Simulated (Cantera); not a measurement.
Input: 1 mol CH3F, 0.027 mol CH4, 3.1 mol H2, 0.49 mol F2, held at 3300 K and 0.0133 bar.

Method: chemical equilibrium by Gibbs-energy minimisation in Cantera with the NASA 1993 tables (ideal gas, pure condensed phases). Candidate condensed phases: C, C6H6, C7H8, C8H18; 95 gas species. Kinetics and transport are ignored.

Base state: H 0.694, HF 0.179, H2 0.0481, F 0.0262, C3 0.0216, C 0.0188, C2 0.00627, C2H 0.00330 (mole fractions); condensed: gas only.

What changes in the equilibrium state with this change: temperature from 3300 K to 1925 K?


```
species             before    after
----------------  --------  -------
H2                  0.0481    0.643
HF                   0.179    0.350
H                    0.694  0.00664
C3                  0.0216    <1e-9
C                   0.0188    <1e-9
F                   0.0262  1.08e-6
C2                 0.00627    <1e-9
CF                 0.00197  3.41e-9
CH                0.000137    <1e-9
C5                0.000124    <1e-9
C(graphite), mol         0     1.02
```

What changes in the equilibrium state with this change: temperature from 3300 K to 2573.15 K?


```tsv
species	before	after
H2	0.0481	0.473
HF	0.179	0.314
H	0.694	0.205
C	0.0188	3.32e-5
C3	0.0216	0.000113
F	0.0262	0.000342
C4	5.91e-5	9.30e-8
C2	0.00627	1.05e-5
C(graphite), mol	0	0.933
```
